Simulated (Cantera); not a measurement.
A freely propagating, adiabatic, planar premixed flame of H₂ : O₂ : N₂ = 1 : 0.417 : 1.96 (molar parts), equivalence ratio 1.2, unburnt at 375 K and 270000 Pa; mixture-averaged transport, grid criteria slope 0.08 and curve 0.16, no radiation.

Cantera simulation using the H2/O2 subset of GRI-Mech 3.0, which has no nitrogen chemistry; the numbers are that mechanism's predictions, not measurements. The hydrogen kinetics of GRI-Mech 3.0 are dated; newer H2 mechanisms differ, most at raised pressure. Burning velocities carry a grid error of a few per cent, more on coarse grids.

Problem. Predict: laminar burning velocity; thermal thickness; peak x(OH); peak x(H₂O₂); peak x(H); peak x(O).

Solution. 
```
Property                     Value
------------------------  --------
laminar burning velocity  291 cm/s
thermal thickness         0.108 mm
peak x(OH)                 0.00932
peak x(H₂O₂)              0.000112
peak x(H)                   0.0339
peak x(O)                  0.00482
```
